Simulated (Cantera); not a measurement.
Dilute partial oxidation

An isothermal, constant-pressure homogeneous reactor starts with 0.318 % CH₃OH, 0.239 % O₂, 99.4 % N₂, equivalence ratio 2.0, at 1350 K and 1.00 bar.

Computed with Cantera and GRI-Mech 3.0 (53 species, 325 reactions). GRI-Mech 3.0 was tuned for natural gas; its chemistry of methanol as a main component is partial and can be far from experiment.

| t (s) | x CH₃OH | x O₂ | x HCN | x H₂O | x CH₂O | x NO₂ | x CH₄ |
|---|---|---|---|---|---|---|---|
| 0.000600 | 0.00315 | 0.00238 | 7.63e-12 | 5.63e-6 | 2.79e-5 | <1e-12 | 4.53e-7 |
| 0.00134 | 0.00306 | 0.00236 | 3.09e-11 | 2.44e-5 | 0.000115 | 2.53e-12 | 1.19e-6 |
| 0.00298 | 0.00212 | 0.00219 | 2.28e-10 | 0.000312 | 0.000754 | 3.55e-11 | 2.10e-6 |
| 0.00664 | <1e-12 | 7.24e-5 | 3.89e-9 | 0.00377 | 6.46e-11 | 3.94e-12 | 9.24e-12 |
| 0.0148 | <1e-12 | 1.64e-6 | 1.77e-9 | 0.00353 | 2.34e-11 | <1e-12 | <1e-12 |
| 0.0329 | <1e-12 | 1.93e-7 | 1.56e-9 | 0.00351 | 1.11e-11 | <1e-12 | <1e-12 |
| 0.0734 | <1e-12 | 3.20e-8 | 1.48e-9 | 0.00351 | 6.25e-12 | <1e-12 | <1e-12 |
| 0.164 | <1e-12 | 5.89e-9 | 1.44e-9 | 0.00351 | 4.16e-12 | <1e-12 | <1e-12 |
| 0.364 | <1e-12 | 1.12e-9 | 1.42e-9 | 0.00352 | 3.23e-12 | <1e-12 | <1e-12 |
| 0.812 | <1e-12 | 2.12e-10 | 1.40e-9 | 0.00352 | 2.83e-12 | <1e-12 | <1e-12 |
| 1.81 | <1e-12 | 4.05e-11 | 1.39e-9 | 0.00352 | 2.65e-12 | <1e-12 | <1e-12 |
| 4.03 | <1e-12 | 8.12e-12 | 1.40e-9 | 0.00352 | 2.57e-12 | <1e-12 | <1e-12 |
| 8.98 | <1e-12 | 1.79e-12 | 1.41e-9 | 0.00352 | 2.54e-12 | <1e-12 | <1e-12 |
| 20.0 | <1e-12 | <1e-12 | 1.45e-9 | 0.00352 | 2.52e-12 | <1e-12 | <1e-12 |
x: mole fraction; the columns are a selection and need not sum to one.

Equilibrium at this temperature and pressure: CH₃OH <1e-12, O₂ <1e-12, HCN 2.20e-10, H₂O 0.00352, CH₂O 2.51e-12, NO₂ <1e-12, CH₄ <1e-12 (gas phase only).
